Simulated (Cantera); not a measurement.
## Ammonia decomposition in nitride growth gas

An isothermal, constant-pressure homogeneous reactor starts with 87.7 % NH3, 12.3 % H2, at 2298 K and 14000 Pa.

Model: the gas-phase N/H chemistry of the illustrative SiF4/NH3 mechanism in the Surface Chemkin manual (1991), integrated in Cantera. Walls and surfaces, which speed up NH3 decomposition in real reactors, are not modelled.

| t (s) | x NH3 | x H2 | x N2H2 | x NH | x N2 |
|---|---|---|---|---|---|
| 3.00e-5 | 0.875 | 0.123 | 1.14e-6 | 7.64e-6 | 1.98e-6 |
| 0.000196 | 0.863 | 0.130 | 2.59e-5 | 7.95e-5 | 0.00190 |
| 0.00128 | 0.780 | 0.191 | 2.34e-5 | 8.78e-5 | 0.0242 |
| 0.00838 | 0.436 | 0.444 | 9.91e-6 | 8.48e-5 | 0.116 |
| 0.0548 | 0.0261 | 0.744 | 4.20e-7 | 3.80e-5 | 0.226 |
| 0.358 | 3.50e-6 | 0.747 | 1.60e-12 | 2.17e-7 | 0.231 |
| 2.34 | 6.13e-7 | 0.747 | <1e-12 | 3.80e-8 | 0.231 |
| 15.3 | 5.69e-7 | 0.747 | <1e-12 | 3.52e-8 | 0.231 |
| 100 | 5.69e-7 | 0.747 | <1e-12 | 3.52e-8 | 0.231 |
x: mole fraction; the columns are a selection and need not sum to one.

Equilibrium at this temperature and pressure: NH3 5.69e-7, H2 0.747, N2H2 <1e-12, NH 3.52e-8, N2 0.231 (gas phase only).
